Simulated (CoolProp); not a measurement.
A single-stage vapour-compression cycle with R22: evaporating at 227.15 K (dew point), condensing at 280.15 K (bubble point), superheat 0 K, subcooling 2 K, compressor efficiency 0.65, no pressure losses. Each further row changes one setting.

Values from CoolProp's reference Helmholtz-energy equation of state, Kamei 1995.

| case | cooling COP | pressure ratio | discharge temperature (K) | refrigerating effect (kJ/kg) | volumetric capacity (kJ/m³) |
|---|---|---|---|---|---|
| as stated | 2.28 | 7.87 | 355.6 | 179 | 669 |
| evaporating temperature 232.15 K | 2.63 | 6.19 | 346.0 | 182 | 848 |
| condensing temperature 275.15 K | 2.58 | 6.73 | 345.3 | 185 | 691 |
| subcooling 7 K | 2.35 | 7.87 | 355.6 | 185 | 690 |
| superheat 10 K | 2.25 | 7.87 | 368.2 | 185 | 659 |
| compressor efficiency 0.55 | 1.93 | 7.87 | 374.3 | 179 | 669 |
